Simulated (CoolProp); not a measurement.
Saturation properties of R11 (Tc = 198.0 °C, pc = 4408 kPa, ω = 0.189).

The numbers come from the reference Helmholtz-energy equation of state, Jacobsen 1992 in CoolProp.

```csv
T (°C),p (kPa),enthalpy of vaporisation (kJ/kg),vapour Z,liquid viscosity (µPa s),vapour viscosity (µPa s)
-24.05,12.73,197.9,0.9908,759,8.52
-19.05,16.51,196.3,0.9891,710,8.69
-14.05,21.17,194.6,0.9872,667,8.86
-9.05,26.84,192.9,0.9851,627,9.02
-4.05,33.68,191.2,0.9827,591,9.19
0.95,41.86,189.4,0.9799,558,9.35
5.85,51.36,187.7,0.9770,529,9.52
10.85,62.74,186.0,0.9737,501,9.68
15.85,76.04,184.2,0.9700,475,9.84
20.85,91.46,182.4,0.9660,452,10.0
```

It boils at 23.7 °C under 1 atm.

Viscosity comes from a separate model (Klein 1997), an estimate that may be off by 10 % or more.
